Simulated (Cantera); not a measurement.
A closed system holds: 1 mol SiH2Cl2, 0.014 mol Cl2, 64 mol N2, at 1350 K and 7.50 Torr.

Equilibrium computed with Cantera from the NASA thermochemical tables; the gas is ideal and each condensed phase is pure. Candidate condensed phases: NH4Cl, Si, Si3N4; 28 gas species. N2 is the only nitrogen source here; it is nearly inert below about 1500 K, so the nitride shown seldom forms there in practice. The tables' values for SiCl3 are old estimates; treat these amounts as uncertain. The numbers say what is thermodynamically allowed, not how fast it happens.

Base state: N2 0.970, HCl 0.0238, H2 0.00337, SiCl2 0.00152, SiCl4 0.000684, SiCl3 0.000457 (mole fractions); condensed: Si3N4(s).

Problem. What changes in the equilibrium state with this change: Cl2 from 0.014 to 0.26 mol?

Solution. 
```
species          before     after
-------------  --------  --------
N2                0.970     0.968
HCl              0.0238    0.0253
H2              0.00337   0.00257
SiCl4          0.000684   0.00151
SiCl2           0.00152   0.00226
SiCl3          0.000457  0.000826
Si3N4(s), mol     0.275     0.233
```

Problem. What changes in the equilibrium state with this change: temperature from 1350 K to 1273.15 K?

Solution. 
```csv
species,before,after
N2,0.970,0.970
HCl,0.0238,0.0246
H2,0.00337,0.00300
SiCl2,0.00152,0.000445
SiCl4,0.000684,0.00117
SiCl3,0.000457,0.000282
"Si3N4(s), mol",0.275,0.292
```
